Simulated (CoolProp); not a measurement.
Vapour-liquid equilibrium of ethylbenzene (1) + o-xylene (2) at 340 kPa; x and y are mole fractions of (1).

Model: multi-fluid Helmholtz-energy mixture model, Zhou 2012 and Zhou 2012; pair parameters Bell 2016, in CoolProp.

Give the bubble temperature and the first vapour's composition at x = 0.575, 0.8, 0.875. Is there an azeotrope?

x = 0.575: 191.2 °C, y = 0.615; x = 0.8: 189.3 °C, y = 0.823; x = 0.875: 188.8 °C, y = 0.889. No azeotrope shows between x = 0.05 and 0.95.

The pair parameters rest on a limited set of measurements; away from them the model extrapolates.
